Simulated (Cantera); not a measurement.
Input: 1 mol B₂H₆, 2.4 mol O₂, held at 950 K and 1.33 mbar.

Cantera equilibrium calculation (NASA polynomials, part measured and part estimated; ideal gas, pure solids and liquids). Candidate condensed phases: B, B₂O₃, B₃O₃H₃, H₂O; 23 gas species. The feed counts by its element totals alone. Gases not in the tables: H₃BO₃. The numbers say what is thermodynamically allowed, not how fast it happens.

Base state: H₂O 0.599, H₂ 0.400, (HBO₂)₃ 0.000614, HBO₂ 0.000184 (mole fractions); condensed: B₂O₃(l).

### Question
What changes in the equilibrium state with this change: O₂ from 2.4 to 0.32 mol?

### Answer
| species | before | after |
|---|---|---|
| H₂ | 0.400 | 1.000 |
| B₃O₃H₃ | <1e-9 | 0.000209 |
| HBO₂ | 0.000184 | 2.04e-8 |
| H₂O | 0.599 | 7.40e-9 |
| (HBO₂)₃ | 0.000614 | <1e-9 |
| B₂O₃(l), mol | 0.997 | 0.213 |
| B(s), mol | 0 | 1.57 |
